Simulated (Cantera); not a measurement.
Charge: 1 mol Si3N4, 1.3 mol CO2, 1.2 mol H2, at 1 atm.

Equilibrium computed with Cantera from the NASA thermochemical tables; the gas is ideal and each condensed phase is pure. Candidate condensed phases: C, C6H6, C7H8, C8H18, H2O, Si, SiC, SiO2, Si2N2O, Si3N4; 151 gas species. Kinetics and transport are ignored.

**Question.** At 1375 °C, list the 6 most abundant gas species with their mole fractions, and the condensed phases.

**Answer.** H2 0.428, CO 0.393, N2 0.178, HCN 0.000754, CH4 0.000248, H2O 0.000111. Condensed: C(graphite) + Si2N2O(s).
